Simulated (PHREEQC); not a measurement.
Dissolve 51 mmol/kgw HF, 0.86 mmol/kgw NH4F and 52 mmol/kgw H3PO4 at 40 °C. Closed to the air; pH follows from the charge balance.

All values are PHREEQC results (ion-association model, wateq4f.dat), not measurements.

| quantity | before | after |
|---|---|---|
| pH | 1.82 | 1.85 |
| ionic strength (mol/kgw) | 0.0178 | 0.0167 |
| HF (mol/kgw) | 0.0438 | 0.00562 |
| H2F2 (mol/kgw) | 0.00288 | 4.74e-5 |
| F- (mol/kgw) | 0.00169 | 0.000231 |
| HF2- (mol/kgw) | 0.000313 | 5.47e-6 |

Q: Which change was made?
(A) H3PO4 from 0.052 to 0.078 mol/kgw
(B) temperature from 40 to 30 °C
(C) HF left out
(D) HF from 0.051 to 0.0051 mol/kgw
(E) 0.0017 mol/kgw H2SO4 added

A: D, HF from 0.051 to 0.0051 mol/kgw

No solid was allowed to form. wateq4f.dat counts part of the HF as a dimer, H2F2, which phreeqc.dat doesn't know; its constant is uncertain. H3PO4, which wateq4f.dat lacks, is added to it with the constant of phreeqc.dat. Away from 25 °C the constants follow the database's enthalpies or fits; those with neither stay at their 25 °C values.
